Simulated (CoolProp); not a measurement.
Model: reference Helmholtz-energy equation of state, Tillner-Roth 1997, in CoolProp.

**Question.** For CH2F2 (R32), give the phase and the density (kg/m³), viscosity (µPa s), conductivity (mW/(m K)) at 435 K and 8.67 MPa.

**Answer.** 
- 435 K and 8.67 MPa: supercritical; density 172, viscosity 21.9, conductivity 39.9

Viscosity comes from a separate model (Bell 2016), an estimate that may be off by 10 % or more. Thermal conductivity comes from a separate model (Huber 2003), an estimate that may be off by 10 % or more.
